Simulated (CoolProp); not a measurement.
The numbers come from the reference Helmholtz-energy equation of state, Gedanitz 2015 in CoolProp.

Question: For cyclopentane, give the phase and the cv (kJ/(kg K)), isothermal compressibility (1/MPa), expansivity (1/kK) at 550 K and 859 kPa; 550 K and 2580 kPa; 550 K and 6010 kPa.

Answer: 
- 550 K and 859 kPa: gas; cv 2.25, isothermal compressibility 1.23, expansivity 2.18
- 550 K and 2580 kPa: gas; cv 2.28, isothermal compressibility 0.477, expansivity 3.38
- 550 K and 6010 kPa: supercritical; cv 2.39, isothermal compressibility 0.398, expansivity 15.5
